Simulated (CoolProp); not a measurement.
Vapour pressure (MPa) of isopentane: the reference equation beside estimates from Tc = 187.2 °C, pc = 3.378 MPa, ω = 0.227.

The numbers come from the reference Helmholtz-energy equation of state, Lemmon 2006 in CoolProp. It is a short technical equation, of lower accuracy than the large ones.

| T (°C) | reference | Soave-Redlich-Kwong | Peng-Robinson |
|---|---|---|---|
| 64.75 | 0.3106 | 0.3119 | 0.3094 |
| 69.45 | 0.3514 | … | 0.3501 |
| 74.25 | 0.3971 | 0.3997 | 0.3958 |
| 78.95 | … | 0.4494 | 0.4447 |
| 83.65 | 0.4992 | … | 0.4981 |
| 88.35 | 0.5571 | 0.5627 | 0.5561 |
| 93.15 | 0.6213 | 0.6281 | 0.6205 |
| 97.85 | 0.6893 | … | 0.6888 |
| 102.55 | 0.7626 | 0.7725 | 0.7626 |
| 107.25 | 0.8416 | … | 0.8422 |
| 111.95 | 0.9265 | 0.9399 | 0.9278 |
| 116.75 | 1.020 | 1.035 | 1.022 |
| 121.45 | 1.117 | 1.135 | 1.121 |
| 126.15 | … | 1.241 | … |
| 130.85 | 1.333 | 1.355 | 1.339 |

### Question
What belongs in the gaps?

### Answer

- 69.45, Soave-Redlich-Kwong: 0.3533
- 78.95, reference: 0.4460
- 83.65, Soave-Redlich-Kwong: 0.5037
- 97.85, Soave-Redlich-Kwong: 0.6975
- 107.25, Soave-Redlich-Kwong: 0.8532
- 126.15, reference: 1.222
- 126.15, Peng-Robinson: 1.226

Absolute difference from the reference over all 15 rows, mean and median: Soave-Redlich-Kwong 1.1 and 1.2 %, Peng-Robinson 0.2 and 0.2 %.
